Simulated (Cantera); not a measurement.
Charge: 1 mol Si3N4, a varied amount of F2, 20 mol N2, 5 mol HCl, equilibrated at 950 K and 0.133 bar.

Method: chemical equilibrium by Gibbs-energy minimisation in Cantera with the NASA 1993 tables (ideal gas, pure condensed phases). Candidate condensed phases: NH4Cl, Si, Si3N4; 49 gas species. The numbers say what is thermodynamically allowed, not how fast it happens.

Task: What share of the Si ends up in condensed phases as a function of n(F2) (mol), at 1.6, 2, 2.6, 3.2, 4.1, 5.1, 6.5, 8.2, 10, 13, 17?

Result: 
```
n(F2) (mol)  Si condensed (%)        as
-----------  ----------------  --------
1.6                      55.7  Si3N4(s)
2                        49.1  Si3N4(s)
2.6                      39.1  Si3N4(s)
3.2                      29.2  Si3N4(s)
4.1                      14.2  Si3N4(s)
5.1                       0.0         -
6.5                       0.0         -
8.2                       0.0         -
10                        0.0         -
13                        0.0         -
17                        0.0         -
```
